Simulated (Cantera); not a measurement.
**Silicon carbide growth: (CH₃)₂SiCl₂ + C₃H₈ + H₂**

Input: 1 mol (CH₃)₂SiCl₂, 0.0081 mol C₃H₈, 1.8 mol H₂, at 9.00 Torr.

Method: chemical equilibrium by Gibbs-energy minimisation in Cantera with the NASA 1993 tables (ideal gas, pure condensed phases). Candidate condensed phases: C, C₆H₆, C₇H₈, C₈H₁₈, Si, SiC; 109 gas species. The feed counts by its element totals alone. The tables' values for SiCl₃, SiCl are old estimates; treat these amounts as uncertain. Equilibrium is a limit: real reactors are often held back by kinetics, nucleation or transport.

```tsv
T (°C)	x H₂	x HCl	x SiCl₂	x H	x Cl	x SiCl₃	x C₂H₂ (acetylene)	n C(graphite)	n SiC(s)
1327	0.664	0.330	0.00593	0.000404	0.000159	0.000359	1.82e-5	1.06	0.963
1377	0.664	0.327	0.00711	0.000676	0.000261	0.000325	3.03e-5	1.07	0.956
1427	0.665	0.324	0.00841	0.00110	0.000416	0.000295	4.88e-5	1.07	0.949
1477	0.666	0.321	0.00981	0.00173	0.000645	0.000268	7.65e-5	1.08	0.941
1527	0.667	0.318	0.0113	0.00267	0.000974	0.000243	0.000117	1.09	0.932
1577	0.667	0.314	0.0129	0.00402	0.00144	0.000221	0.000174	1.10	0.923
1627	0.667	0.310	0.0145	0.00592	0.00207	0.000200	0.000255	1.11	0.913
```
x: gas mole fraction; n: condensed amount in mol.

From 1327 °C to 1627 °C the condensed part is C(graphite) + SiC(s). The main Si-bearing gas is SiCl₂ throughout. The share of Si in condensed phases is highest at 1327 °C (96.3 %) and lowest at 1627 °C (91.3 %).
